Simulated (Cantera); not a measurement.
Feed: 1 mol Si, 1.2 mol HCl, 1.2 mol H₂, equilibrated at 375 °C and 0.100 bar.

Method: chemical equilibrium by Gibbs-energy minimisation in Cantera with the NASA 1993 tables (ideal gas, pure condensed phases). Candidate condensed phases: Si; 19 gas species. Rates play no part.

Base state: H₂ 0.845, SiCl₄ 0.115, SiHCl₃ 0.0389, SiH₂Cl₂ 0.000762, HCl 0.000195 (mole fractions); condensed: Si(s).

Question: What changes in the equilibrium state with this change: temperature from 375 °C to 750 °C?

Answer: 
| species | before | after |
|---|---|---|
| H₂ | 0.845 | 0.829 |
| SiCl₄ | 0.115 | 0.110 |
| SiHCl₃ | 0.0389 | 0.0318 |
| HCl | 0.000195 | 0.0243 |
| SiCl₂ | 2.55e-8 | 0.00126 |
| SiCl₃ | 2.10e-6 | 0.00257 |
| SiH₂Cl₂ | 0.000762 | 0.00102 |
| Si(s), mol | 0.679 | 0.692 |
The tables' values for SiCl₃ are old estimates; treat these amounts as uncertain.
